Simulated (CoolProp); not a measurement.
Vapour-liquid equilibrium of propylene (1) + isobutane (2) at 0.0113 MPa; x and y are mole fractions of (1).

Model: multi-fluid Helmholtz-energy mixture model, Lemmon 2013 and Bücker 2006; pair parameters Bell 2016, in CoolProp.

### Question
Give the bubble temperature and the first vapour's composition at x = 0.575, 0.875, 0.95. Is there an azeotrope?

### Answer
x = 0.575: 196.3 K, y = 0.878; x = 0.875: 188.9 K, y = 0.988; x = 0.95: 187.5 K, y = 0.997. No azeotrope shows between x = 0.05 and 0.95.

The pair parameters rest on a limited set of measurements; away from them the model extrapolates. The gap from Raoult's law changes sign with composition, which may be real or a fault of the pair parameters; it wasn't checked against measurements.
